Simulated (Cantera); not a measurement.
**Equilibrium for carbothermic reduction: Cu2O + CO + H2**

Input: 1 mol Cu2O, 13 mol CO, 0.33 mol H2, at 10.0 Torr.

Method: chemical equilibrium by Gibbs-energy minimisation in Cantera with the NASA 1993 tables (ideal gas, pure condensed phases). Candidate condensed phases: C, C6H6, C7H8, C8H18, Cu, CuO, Cu(OH)2, Cu2O, H2O; 113 gas species. Kinetics and transport are ignored.

At 800 K the condensed part is C(graphite) + Cu(s). From 950 K to 1250 K the condensed part is Cu(s). From 1400 K to 1850 K the condensed part is Cu(l). From 2000 K to 2600 K nothing is condensed.

| T (K) | x CO | x CO2 | x Cu | x H2 | x H | x O | n C(graphite) | n Cu(s) | n Cu(l) |
|---|---|---|---|---|---|---|---|---|---|
| 800 | 0.558 | 0.410 | <1e-12 | 0.0277 | 4.18e-12 | <1e-12 | 3.20 | 2.00 | 0 |
| 950 | 0.901 | 0.0739 | 1.42e-10 | 0.0237 | 7.41e-10 | <1e-12 | 0 | 2.00 | 0 |
| 1100 | 0.902 | 0.0731 | 4.47e-8 | 0.0229 | 3.39e-8 | <1e-12 | 0 | 2.00 | 0 |
| 1250 | 0.903 | 0.0723 | 3.48e-6 | 0.0220 | 6.21e-7 | <1e-12 | 0 | 2.00 | 0 |
| 1400 | 0.904 | 0.0714 | 0.000101 | 0.0211 | 6.12e-6 | 5.50e-12 | 0 | 0 | 2.00 |
| 1550 | 0.903 | 0.0705 | 0.00139 | 0.0203 | 3.88e-5 | 4.63e-10 | 0 | 0 | 1.98 |
| 1700 | 0.894 | 0.0690 | 0.0119 | 0.0193 | 0.000177 | 1.78e-8 | 0 | 0 | 1.84 |
| 1850 | 0.841 | 0.0643 | 0.0712 | 0.0173 | 0.000614 | 3.76e-7 | 0 | 0 | 0.972 |
| 2000 | 0.788 | 0.0598 | 0.130 | 0.0153 | 0.00174 | 5.04e-6 | 0 | 0 | 0 |
| 2150 | 0.787 | 0.0594 | 0.130 | 0.0139 | 0.00430 | 4.69e-5 | 0 | 0 | 0 |
| 2300 | 0.785 | 0.0589 | 0.130 | 0.0117 | 0.00905 | 0.000325 | 0 | 0 | 0 |
| 2450 | 0.782 | 0.0569 | 0.129 | 0.00867 | 0.0162 | 0.00173 | 0 | 0 | 0 |
| 2600 | 0.780 | 0.0500 | 0.128 | 0.00541 | 0.0245 | 0.00687 | 0 | 0 | 0 |
x: gas mole fraction; n: condensed amount in mol.
